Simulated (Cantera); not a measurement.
A closed system holds: 1 mol Si3N4, 0.0018 mol O2, 450 mol H2, at 0.00520 bar.

Method: chemical equilibrium by Gibbs-energy minimisation in Cantera with the NASA 1993 tables (ideal gas, pure condensed phases). Candidate condensed phases: H2O, Si, SiO2, Si2N2O, Si3N4; 35 gas species. Gases not in the tables: Si2H6 and higher silanes. Kinetics and transport are ignored.

x: gas mole fraction; n: condensed amount in mol.

```json
[
 {"T (°C)": "1352", "x H2": "0.995", "x H": "0.000976", "x Si": "3.13e-5", "x N2": "0.00442", "x SiH": "4.49e-6", "n Si(s)": "2.98", "n Si(l)": "0"},
 {"T (°C)": "1402", "x H2": "0.994", "x H": "?", "x Si": "?", "x N2": "0.00442", "x SiH": "?", "n Si(s)": "2.95", "n Si(l)": "0"},
 {"T (°C)": "1452", "x H2": "0.993", "x H": "0.00257", "x Si": "0.000195", "x N2": "0.00442", "x SiH": "2.00e-5", "n Si(s)": "0", "n Si(l)": "2.89"},
 {"T (°C)": "1502", "x H2": "0.991", "x H": "?", "x Si": "?", "x N2": "0.00441", "x SiH": "?", "n Si(s)": "0", "n Si(l)": "2.77"},
 {"T (°C)": "1552", "x H2": "0.989", "x H": "0.00607", "x Si": "0.000875", "x N2": "0.00441", "x SiH": "6.66e-5", "n Si(s)": "0", "n Si(l)": "2.54"},
 {"T (°C)": "1602", "x H2": "0.985", "x H": "0.00902", "x Si": "0.00174", "x N2": "0.00439", "x SiH": "0.000116", "n Si(s)": "0", "n Si(l)": "2.11"},
 {"T (°C)": "1652", "x H2": "0.979", "x H": "0.0131", "x Si": "0.00335", "x N2": "0.00437", "x SiH": "0.000194", "n Si(s)": "0", "n Si(l)": "1.31"},
 {"T (°C)": "1702", "x H2": "0.971", "x H": "0.0187", "x Si": "0.00596", "x N2": "0.00435", "x SiH": "0.000305", "n Si(s)": "0", "n Si(l)": "0"},
 {"T (°C)": "1752", "x H2": "0.963", "x H": "0.0262", "x Si": "0.00606", "x N2": "0.00433", "x SiH": "0.000275", "n Si(s)": "0", "n Si(l)": "0"},
 {"T (°C)": "1802", "x H2": "0.953", "x H": "0.0361", "x Si": "0.00611", "x N2": "0.00431", "x SiH": "0.000246", "n Si(s)": "0", "n Si(l)": "0"},
 {"T (°C)": "1852", "x H2": "0.940", "x H": "0.0488", "x Si": "0.00613", "x N2": "0.00429", "x SiH": "0.000221", "n Si(s)": "0", "n Si(l)": "0"},
 {"T (°C)": "1902", "x H2": "0.924", "x H": "0.0651", "x Si": "0.00612", "x N2": "0.00425", "x SiH": "0.000197", "n Si(s)": "0", "n Si(l)": "0"}
]
```

Problem. Some entries are withheld; supply them.

Solution. 
- 1402, x H: 0.00161
- 1402, x Si: 8.35e-5
- 1402, x SiH: 1.01e-5
- 1502, x H: 0.00400
- 1502, x Si: 0.000422
- 1502, x SiH: 3.72e-5
